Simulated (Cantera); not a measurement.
An isothermal, constant-pressure homogeneous reactor starts with 100 % N₂O, at 1300 K and 0.320 bar.

Computed with Cantera and GRI-Mech 3.0 (53 species, 325 reactions). GRI-Mech 3.0 was tuned for natural gas; its chemistry of N2O as a main component is partial and can be far from experiment. The mechanism lacks the step 2 NO + O2 → 2 NO2, which can matter for NO2 below about 1400 K. The temperature is held fixed by assumption; the heat of reaction is taken as removed at once.

One state of this run: x N₂O = 0.967; x NO₂ = 5.31e-6; x O = 7.49e-6; x O₂ = 0.00926; x NO = 0.00322; x N₂ = 0.0201. x: mole fraction; the columns are a selection and need not sum to one.

Question: Which value of t (s) does it belong to?
A. 0.0200
B. 0.0577
C. 0.000289
D. 0.480

Answer: A, 0.0200
